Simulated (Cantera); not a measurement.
Charge: 1 mol Fe2O3, 1.2 mol H2S, 2.5 mol O2, equilibrated at 1.90 bar.

Cantera equilibrium calculation (NASA polynomials, part measured and part estimated; ideal gas, pure solids and liquids). Candidate condensed phases: Fe, FeO, Fe(OH)2, Fe(OH)3, FeS, FeSO4, FeS2, Fe2O3, Fe2(SO4)3, Fe3O4, H2O, H2SO4, S; 22 gas species. Kinetics and transport are ignored.

### Question
At 1025 K, list the 5 most abundant gas species with their mole fractions, and the condensed phases.

### Answer
H2O 0.422, SO2 0.242, SO3 0.179, O2 0.156, H2SO4 0.000473. Condensed: Fe2O3(s).
